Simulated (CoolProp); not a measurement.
R142b along the isotherm 470 K: Z from the reference equation and from simpler models built on Tc = 410.3 K, pc = 4.055 MPa, ω = 0.232; each cubic takes its own stable root.

The numbers come from the reference Helmholtz-energy equation of state, Lemmon 2006 in CoolProp. It is a short technical equation, of lower accuracy than the large ones.

```csv
p (MPa),phase,reference,van der Waals,Redlich-Kwong,Soave-Redlich-Kwong,Peng-Robinson
0.128,gas,0.9931,0.9933,0.9928,0.9933,0.9922
0.207,gas,0.9889,0.9891,0.9883,0.9891,0.9874
0.335,gas,0.9819,0.9822,0.9809,0.9823,0.9796
0.541,gas,0.9706,0.9711,0.9691,0.9713,0.9669
0.874,gas,0.9521,0.9526,0.9496,0.9532,0.9463
1.41,gas,0.9214,0.9217,0.9174,0.9237,0.9127
2.28,gas,0.8694,0.8678,0.8628,0.8741,0.8571
3.68,gas,0.7789,0.7682,0.7680,0.7902,0.7649
5.95,supercritical,0.6171,0.5561,0.5980,0.6492,0.6165
9.62,supercritical,0.4694,0.5224,0.4975,0.5458,0.5081
15.5,supercritical,0.5608,0.7052,0.6088,0.6384,0.5844
25.1,supercritical,0.7829,1.018,0.8337,0.8567,0.7781
40.5,supercritical,1.135,1.503,1.187,1.206,1.092
```
